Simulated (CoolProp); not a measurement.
Vapour-liquid equilibrium of propane (1) + R236EA (2) at 0.596 MPa; x and y are mole fractions of (1).

Model: multi-fluid Helmholtz-energy mixture model, Lemmon 2009 and Rui 2013; pair parameters Bell 2016, in CoolProp.

```json
[
 {"x": "0.05", "bubble temperature (°C)": "(withheld)", "y at the bubble point": "0.289", "dew temperature at overall composition x (°C)": "57.7", "liquid density (mol/L)": "8.912"},
 {"x": "0.2", "bubble temperature (°C)": "24.5", "y at the bubble point": "0.681", "dew temperature at overall composition x (°C)": "51.5", "liquid density (mol/L)": "9.574"},
 {"x": "0.35", "bubble temperature (°C)": "15.8", "y at the bubble point": "0.784", "dew temperature at overall composition x (°C)": "44.7", "liquid density (mol/L)": "9.946"},
 {"x": "0.5", "bubble temperature (°C)": "12.5", "y at the bubble point": "(withheld)", "dew temperature at overall composition x (°C)": "36.7", "liquid density (mol/L)": "10.24"},
 {"x": "0.65", "bubble temperature (°C)": "(withheld)", "y at the bubble point": "0.847", "dew temperature at overall composition x (°C)": "(withheld)", "liquid density (mol/L)": "10.56"},
 {"x": "0.8", "bubble temperature (°C)": "(withheld)", "y at the bubble point": "0.883", "dew temperature at overall composition x (°C)": "14.4", "liquid density (mol/L)": "10.99"},
 {"x": "0.95", "bubble temperature (°C)": "7.8", "y at the bubble point": "(withheld)", "dew temperature at overall composition x (°C)": "7.9", "liquid density (mol/L)": "11.54"}
]
```

Question: What belongs in the gaps?

Answer: 
- 0.05, bubble temperature (°C): 47.6
- 0.5, y at the bubble point: 0.822
- 0.65, bubble temperature (°C): 10.7
- 0.65, dew temperature at overall composition x (°C): 26.9
- 0.8, bubble temperature (°C): 9.1
- 0.95, y at the bubble point: 0.957

No azeotrope shows between x = 0.05 and 0.95.

Pair parameters are fitted to limited data, so mixtures are less certain than the pure fluids. With so large a gap from Raoult's law the liquid may split in two, which this calculation doesn't test in full.
